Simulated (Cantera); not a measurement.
Charge: 1 mol HF, 1.1 mol O2, at 2075 K and 0.133 bar.

These are equilibrium values from Cantera (NASA tables, ideal gas, pure condensed phases), not measurements of a reactor. Candidate condensed phases: H2O; 22 gas species. The numbers say what is thermodynamically allowed, not how fast it happens.

Base state: O2 0.521, HF 0.474, O 0.00230, F 0.00175, H2O 0.000629, OH 0.000480 (mole fractions); condensed: gas only.

Task: What changes in the equilibrium state with this change: HF replaced by S?

Result: 
```csv
species,before,after
SO2,0,0.905
O2,0.521,0.0912
SO,0,0.00235
HF,0.474,0
F,0.00175,0
H2O,0.000629,0
```
Further candidate phases: S.
